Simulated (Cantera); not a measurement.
Feed: 1 mol TEOS, 11 mol H2O, 3.9 mol H2, held at 500 °C and 13.3 mbar.

Cantera equilibrium calculation (NASA polynomials, part measured and part estimated; ideal gas, pure solids and liquids). Candidate condensed phases: C, C6H6, C7H8, C8H18, H2O, Si, SiC, SiO2; 123 gas species. The feed counts by its element totals alone. Equilibrium is a limit: real reactors are often held back by kinetics, nucleation or transport.

Q: What is the equilibrium state?

A: 
```json
{
 "x(H2)": "0.674",
 "x(CO)": "0.150",
 "x(CO2)": "0.0881",
 "x(H2O)": "0.0776",
 "x(CH4)": "0.0105",
 "n(SiO2(α-quartz))": "1.00 mol",
 "gas_amount": "32.22 mol",
 "log10 activity of C(graphite) (absent)": "-0.08",
 "log10 activity of Si(s) (absent)": "-22.47"
}
```
